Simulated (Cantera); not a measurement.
## Stirred combustor or abatement burner

A perfectly stirred reactor is fed with H₂ : O₂ : N₂ = 1 : 0.278 : 1.04 (molar parts), equivalence ratio 1.8, at 14.8 atm; it is adiabatic with a 525 K inlet, and is followed from long to short residence time, starting on the burning branch (τ in s: 0.42, 0.15, 0.052, 0.018, 0.0065, 0.0023, 0.00082, 0.00029, 0.0001, 3.6e-05, 1.3e-05).

Detailed kinetics in Cantera: GRI-Mech 3.0 (53 species, 325 reactions). The hydrogen kinetics of GRI-Mech 3.0 are dated; newer H2 mechanisms differ, most at raised pressure. The pressure lies above the range GRI-Mech 3.0 was tuned for (to about 10 atm).

| τ (s) | T (K) | x H₂ | x O₂ | x H | x H₂O₂ | x OH | x H₂O | x HO₂ |
|---|---|---|---|---|---|---|---|---|
| 0.42 | 2323 | 0.217 | 1.31e-6 | 0.00132 | 3.99e-9 | 0.000276 | 0.272 | 2.48e-9 |
| 0.15 | 2323 | 0.217 | 2.58e-6 | 0.00134 | 4.34e-9 | 0.000278 | 0.272 | 3.44e-9 |
| 0.052 | 2322 | 0.217 | 6.20e-6 | 0.00137 | 5.36e-9 | 0.000285 | 0.272 | 6.25e-9 |
| 0.018 | 2322 | 0.217 | 1.58e-5 | 0.00147 | 8.25e-9 | 0.000305 | 0.272 | 1.43e-8 |
| 0.0065 | 2320 | 0.217 | 3.73e-5 | 0.00170 | 1.57e-8 | 0.000353 | 0.272 | 3.61e-8 |
| 0.0023 | 2315 | 0.217 | 8.12e-5 | 0.00222 | 3.54e-8 | 0.000459 | 0.272 | 9.85e-8 |
| 0.00082 | 2307 | 0.216 | 0.000160 | 0.00324 | 8.33e-8 | 0.000661 | 0.271 | 2.76e-7 |
| 0.00029 | 2293 | 0.216 | 0.000301 | 0.00501 | 1.92e-7 | 0.00100 | 0.270 | 7.84e-7 |
| 0.00010 | 2269 | 0.214 | 0.000569 | 0.00797 | 4.08e-7 | 0.00155 | 0.268 | 2.19e-6 |
| 3.6e-5 | 2232 | 0.213 | 0.00106 | 0.0124 | 7.39e-7 | 0.00228 | 0.266 | 5.42e-6 |
| 1.3e-5 | 2175 | 0.211 | 0.00201 | 0.0188 | 1.19e-6 | 0.00320 | 0.261 | 1.26e-5 |
x: mole fraction; the columns are a selection and need not sum to one.
